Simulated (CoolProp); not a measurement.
Vapour pressure (bar) of m-xylene: the reference equation beside estimates from Tc = 343.7 °C, pc = 35.35 bar, ω = 0.326. Clausius-Clapeyron is anchored at 122.85 °C with a constant enthalpy of vaporisation of 37.12 kJ/mol.

The numbers come from the reference Helmholtz-energy equation of state, Zhou 2012 in CoolProp.

```tsv
T (°C)	reference	Lee-Kesler	Clausius-Clapeyron	van der Waals	Soave-Redlich-Kwong
27.85	0.01315	0.01190	0.01829	0.8309	0.01229
51.55	0.04479	0.04150	0.05401	1.380	0.04250
75.35	0.1259	0.1193	0.1381	2.149	0.1212
99.05	0.3019	0.2920	0.3123	3.170	0.2945
122.85	0.6422	0.6315	0.6422	4.486	0.6334
146.55	1.234	1.228	1.214	6.118	1.228
170.35	2.191	2.200	2.148	8.107	2.198
194.05	3.636	3.668	3.580	10.46	3.671
217.85	5.727	5.785	5.690	13.23	5.809
241.55	8.608	8.687	8.649	16.41	8.761
265.35	12.49	12.57	12.69	20.05	12.73
289.05	17.54	17.62	18.00	24.12	17.87
```

Absolute difference from the reference over all 12 rows, mean and median: Lee-Kesler 2.7 and 1.0 %, Clausius-Clapeyron 6.9 and 1.8 %, van der Waals 1127.4 and 332.9 %, Soave-Redlich-Kwong 2.3 and 1.8 %.
